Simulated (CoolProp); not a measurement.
A closed Brayton cycle with carbon dioxide: compressor inlet 327.15 K and 7.8 MPa, high pressure 26.8 MPa, turbine inlet 920 K, compressor efficiency 0.8, turbine efficiency 0.93, recuperator effectiveness 0.9 (on enthalpy, no pinch check). Each further row changes one setting.

Model: reference Helmholtz-energy equation of state, Span 1996, in CoolProp.

```tsv
case	thermal efficiency (%)	net work (kJ/kg)	compressor to turbine work	compressor exit (K)	turbine exit (K)
as stated	36.7	110	0.41	439.1	758.9
turbine inlet 870 K	34.8	98.3	0.43	439.1	714.6
compressor inlet 337.15 K	35.3	102	0.45	455.6	758.9
high pressure 22.8 MPa	36.1	99.3	0.39	423.7	779.2
recuperator effectiveness 0.5	24.6	110	0.41	439.1	758.9
```
